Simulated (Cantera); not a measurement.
Feed: 1 mol SiC, 0.01 mol Si, 0.089 mol H2, equilibrated at 2723.15 K.

Equilibrium computed with Cantera from the NASA thermochemical tables; the gas is ideal and each condensed phase is pure. Candidate condensed phases: C, C6H6, C7H8, C8H18, Si, SiC; 87 gas species. Mutual solubility and eutectic melting of coexisting phases are not modelled. Gases not in the tables: Si2H6 and higher silanes. Kinetics and transport are ignored.

Problem. Which condensed phases are stable at each of these points (P (Pa)): 1, 7.20, 52, 370, 2700, 19000, 140000, 1000000?

Solution. 
```
P (Pa)       condensed phases  Si condensed (%)
-------  --------------------  ----------------
1                    gas only               0.0
7.20                 gas only               0.0
52                C(graphite)               0.0
370               C(graphite)               0.0
2700     C(graphite) + SiC(s)              84.6
19000                  SiC(s)              98.4
140000         Si(l) + SiC(s)              99.7
1000000        Si(l) + SiC(s)              99.9
```

From 1.00 Pa to 7.20 Pa nothing is condensed. From 52.0 Pa to 3.70 mbar the condensed part is C(graphite). At 27.0 mbar the condensed part is C(graphite) + SiC(s). At 0.190 bar the condensed part is SiC(s). From 1.40 bar to 10.0 bar the condensed part is Si(l) + SiC(s).
